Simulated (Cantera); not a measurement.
A closed system holds: 1 mol TiO2, 0.92 mol MgCl2, 0.18 mol O2, equilibrated at 998.15 K and 0.000420 bar.

These are equilibrium values from Cantera (NASA tables, ideal gas, pure condensed phases), not measurements of a reactor. Condensed phases not in the tables: TiOCl, alloys, solid solutions and most ternary compounds. The numbers say what is thermodynamically allowed, not how fast it happens.

```tsv
species	before	after
Cl2	0.500	0.998
O2	2.98e-7	0.00141
TiCl4	0.300	0.000371
MgCl2	0.187	2.20e-5
Cl	0.0130	0.000131
MgTiO3(s), mol	0.787	0
MgCl2(l), mol	0	0.561
MgTi2O5(s), mol	0	0.359
TiO2(rutile), mol	0	0.281
```
Gas species are given as mole fractions.

Q: Which change was made?
(A) pressure from 0.000420 bar to 8.30 bar
(B) temperature from 998.15 K to 1400 K
(C) O2 from 0.18 to 0.49 mol
(D) MgCl2 from 0.92 to 0.25 mol

A: A, pressure from 0.000420 bar to 8.30 bar
